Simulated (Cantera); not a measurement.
Input: 1 mol BF3, 27 mol N2, 2.4 mol H2, at 1550 K and 0.480 bar.

Cantera equilibrium calculation (NASA polynomials, part measured and part estimated; ideal gas, pure solids and liquids). Candidate condensed phases: B, BN; 31 gas species. The tables' values for BF2 are old estimates; treat these amounts as uncertain. Rates play no part.

Base state: N2 0.887, H2 0.0743, BF3 0.0296, HF 0.00894, BHF2 0.000258, BF2 0.000138, H 1.24e-5 (mole fractions); condensed: BN(s).

Question: What changes in the equilibrium state with this change: temperature from 1550 K to 825 K?

Answer: 
```csv
species,before,after
N2,0.887,0.888
H2,0.0743,0.0778
BF3,0.0296,0.0322
HF,0.00894,0.00215
BF2,0.000138,<1e-9
H,1.24e-5,<1e-9
BHF2,0.000258,2.69e-7
NH3,4.90e-7,2.30e-5
"BN(s), mol",0.0865,0.0218
```
N2 is the only nitrogen source here; it is nearly inert below about 1500 K, so the nitride shown seldom forms there in practice.

Question: What changes in the equilibrium state with this change: BF3 replaced by B2H6?

Answer: 
```csv
species,before,after
N2,0.887,0.828
H2,0.0743,0.172
H,1.24e-5,1.89e-5
BF3,0.0296,0
HF,0.00894,0
BHF2,0.000258,0
"BN(s), mol",0.0865,2.00
```
The feed counts by its element totals alone.
